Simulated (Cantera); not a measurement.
Feed: 1 mol SiC, 2.7 mol CO₂, 5.1 mol H₂, held at 1600 K.

Equilibrium computed with Cantera from the NASA thermochemical tables; the gas is ideal and each condensed phase is pure. Candidate condensed phases: C, C₆H₆, C₇H₈, C₈H₁₈, H₂O, Si, SiC, SiO₂; 123 gas species. Mutual solubility and eutectic melting of coexisting phases are not modelled. The tables hold silica as quartz up to 1696 K and as liquid above; real silica turns to tridymite and cristobalite and melts near 1996 K. Gases not in the tables: Si(OH)₄. The numbers say what is thermodynamically allowed, not how fast it happens.

Task: Which condensed phases are stable at each of these points (P (Pa)): 0.100, 1, 10, 100, 1000, 10000, 100000, 1000000?

Result: 
```
P (Pa)               condensed phases  Si condensed (%)
-------  ----------------------------  ----------------
0.100                        gas only               0.0
1                      SiO₂(β-quartz)              43.9
10                     SiO₂(β-quartz)              65.7
100                    SiO₂(β-quartz)              69.5
1000                   SiO₂(β-quartz)              70.0
10000         SiC(s) + SiO₂(β-quartz)              96.6
100000   C(graphite) + SiO₂(β-quartz)              99.9
1000000  C(graphite) + SiO₂(β-quartz)             100.0
```

At 0.000750 Torr nothing is condensed. From 0.00750 Torr to 7.50 Torr the condensed part is SiO₂(β-quartz). At 75.0 Torr the condensed part is SiC(s) + SiO₂(β-quartz). From 750 Torr to 7500 Torr the condensed part is C(graphite) + SiO₂(β-quartz). The share of Si in condensed phases is highest at 7500 Torr (100.0 %) and lowest at 0.000750 Torr (0.0 %).
